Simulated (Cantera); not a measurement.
Cantera run:

```python
import numpy as np
import cantera as ct

gas_names = """
    CL CL2 N N2 Si SiCL SiCL2 SiCL3 SiCL4 SiN Si2 Si2N Si3
""".split()
cond_names = """
    Si(cr) Si(L) Si3N4(a)
""".split()


# ... load() reads the species with a 1 bar reference pressure and builds the phases ...
atoms = {
    'SiCl4': {'Si': 1, 'CL': 4},
    'N2': {'N': 2},
}
top_T = {'Si3N4(a)': 2400}  # K; cautious upper limits of use, not melting points


# ... equilibrate(T, P, feed) seeds the gas with the atoms and calls Mixture.equilibrate('TP', solver="vcs", rtol=1e-11, max_steps=5000) ...
results = []
feed = {'SiCl4': 1, 'N2': 8.1}  # mol
P = 130000  # Pa
for T in [950, 1050, 1150, 1250, 1350, 1450, 1550, 1650]:
    mix = equilibrate(T, P, feed)
    results.append((T, P, feed, dict(zip(mix.species_names, mix.species_moles))))

top = {s: max(r[3][s] / sum(r[3][g] for g in gas_names) for r in results) for s in gas_names}
cols = sorted((s for s in top if top[s] > 0.001), key=lambda s: -top[s])[:8]
seen = [c for c in cond_names if any(r[3].get(c, 0) > 1e-12 for r in results)]
print("log10 of partial pressures in bar; condensed amounts in mol")
print(f"{'T/K':>10s}" + "".join(f"{s[:9]:>10s}" for s in cols + seen))
for T, P, feed, n in results:
    ng = sum(n[g] for g in gas_names)
    print(f"{T:10.4g}" + "".join(f"{np.log10(max(n[s] / ng * P / 1e5, 1e-99)):10.3f}" for s in cols)
          + "".join(f"{n.get(c, 0):10.4g}" for c in seen))
```

Output:

```
log10 of partial pressures in bar; condensed amounts in mol
       T/K        N2     SiCL4     SiCL3        CL
       950     0.063    -0.845    -7.016    -7.498
      1050     0.063    -0.845    -6.050    -6.404
      1150     0.063    -0.845    -5.246    -5.507
      1250     0.063    -0.845    -4.565    -4.760
      1350     0.063    -0.845    -3.982    -4.128
      1450     0.063    -0.846    -3.478    -3.586
      1550     0.063    -0.848    -3.039    -3.115
      1650     0.063    -0.853    -2.657    -2.702
```

Method: chemical equilibrium by Gibbs-energy minimisation in Cantera with the NASA 1993 tables (ideal gas, pure condensed phases). The tables' values for SiCl3 are old estimates; treat these amounts as uncertain.
